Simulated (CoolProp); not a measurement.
Vapour-liquid equilibrium of CHF3 (R23) (1) + R227EA (2) at 0.00357 MPa; x and y are mole fractions of (1).

Model: multi-fluid Helmholtz-energy mixture model, Penoncello 2003 and Lemmon 2016; pair parameters Bell 2016, in CoolProp.

### Question
Give the bubble temperature and the first vapour's composition at x = 0.35, 0.5, 0.65. Is there an azeotrope?

### Answer
x = 0.35: -118.1 °C, y = 0.995; x = 0.5: -120.8 °C, y = 0.997; x = 0.65: -122.2 °C, y = 0.998. No azeotrope shows between x = 0.05 and 0.95.

Pair parameters are fitted to limited data, so mixtures are less certain than the pure fluids.
